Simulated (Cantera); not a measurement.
# Moist CO burnout

An isothermal, constant-pressure homogeneous reactor starts with CO : O2 : H2O : N2 = 0.0018 : 0.0047 : 0.0016 : 1 (molar parts), equivalence ratio 0.19, at 1173 K and 240000 Pa.

Computed with Cantera and GRI-Mech 3.0 (53 species, 325 reactions).

```json
[
 {"t (s)": "0.000200", "x CO": "0.00179", "x O2": "0.00466", "x H2O": "0.00159", "x O": "1.22e-10", "x H2": "<1e-12"},
 {"t (s)": "0.000773", "x CO": "0.00179", "x O2": "0.00466", "x H2O": "0.00159", "x O": "5.22e-10", "x H2": "4.96e-12"},
 {"t (s)": "0.00299", "x CO": "0.00179", "x O2": "0.00466", "x H2O": "0.00159", "x O": "6.25e-9", "x H2": "2.61e-10"},
 {"t (s)": "0.0116", "x CO": "0.00174", "x O2": "0.00463", "x H2O": "0.00158", "x O": "7.32e-6", "x H2": "1.90e-6"},
 {"t (s)": "0.0447", "x CO": "0.000678", "x O2": "0.00411", "x H2O": "0.00158", "x O": "6.04e-6", "x H2": "4.82e-6"},
 {"t (s)": "0.173", "x CO": "9.30e-5", "x O2": "0.00382", "x H2O": "0.00159", "x O": "8.33e-7", "x H2": "5.83e-7"},
 {"t (s)": "0.669", "x CO": "3.88e-6", "x O2": "0.00377", "x H2O": "0.00159", "x O": "5.12e-8", "x H2": "2.35e-8"},
 {"t (s)": "2.59", "x CO": "4.56e-8", "x O2": "0.00377", "x H2O": "0.00159", "x O": "6.12e-9", "x H2": "1.19e-9"},
 {"t (s)": "10.0", "x CO": "4.41e-10", "x O2": "0.00377", "x H2O": "0.00159", "x O": "1.41e-9", "x H2": "2.59e-10"}
]
```
x: mole fraction; the columns are a selection and need not sum to one.

Equilibrium at this temperature and pressure: CO 1.72e-10, O2 0.00376, H2O 0.00159, O 5.57e-10, H2 1.20e-10 (gas phase only).
